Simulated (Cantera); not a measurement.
Input: 1 mol Si3N4, 1.7 mol Cl2, 49 mol N2, equilibrated at 8.30e-5 bar.

Cantera equilibrium calculation (NASA polynomials, part measured and part estimated; ideal gas, pure solids and liquids). Candidate condensed phases: Si, Si3N4; 13 gas species. Kinetics and transport are ignored.

### Question
Which condensed phases are stable at each of these points (T (K)): 1048, 1123, 1198, 1273, 1348, 1423, 1498, 1573, 1648, 1723, 1798, 1873, 1948?

### Answer
| T (K) | condensed phases | Si condensed (%) |
|---|---|---|
| 1048 | Si3N4(s) | 71.2 |
| 1123 | Si3N4(s) | 68.9 |
| 1198 | Si3N4(s) | 59.9 |
| 1273 | Si3N4(s) | 47.9 |
| 1348 | Si3N4(s) | 44.3 |
| 1423 | Si3N4(s) | 43.7 |
| 1498 | Si3N4(s) | 43.4 |
| 1573 | Si(s) | 42.3 |
| 1648 | Si(s) | 37.8 |
| 1723 | Si(l) | 21.5 |
| 1798 | gas only | 0.0 |
| 1873 | gas only | 0.0 |
| 1948 | gas only | 0.0 |

From 1048 K to 1498 K the condensed part is Si3N4(s). From 1573 K to 1648 K the condensed part is Si(s). At 1723 K the condensed part is Si(l). From 1798 K to 1948 K nothing is condensed.
